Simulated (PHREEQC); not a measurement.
Consider water at 25 °C with 0.0027 mol NaBr and 0.0017 mol Na2SO4 per kg of water. Closed to the air; pH follows from the charge balance.

Computed with PHREEQC (Pitzer model, pitzer.dat).

| quantity | before | after |
|---|---|---|
| pH | 7.02 | 7.00 |
| HSO4- (mol/kgw) | 1.16e-8 | 1.47e-9 |
| SI of Mirabilite (Na2SO4:10H2O) | -6.21 | -9.04 |
| SI of Thenardite (Na2SO4) | -7.14 | -9.98 |

Problem. What was changed between the two runs?
(A) temperature from 25 to 20 °C
(B) temperature from 25 to 15 °C
(C) diluted 5-fold with water
(D) temperature from 25 to 45 °C
(E) diluted 10-fold with water

Solution. E, diluted 10-fold with water

Precipitation was switched off in this run.
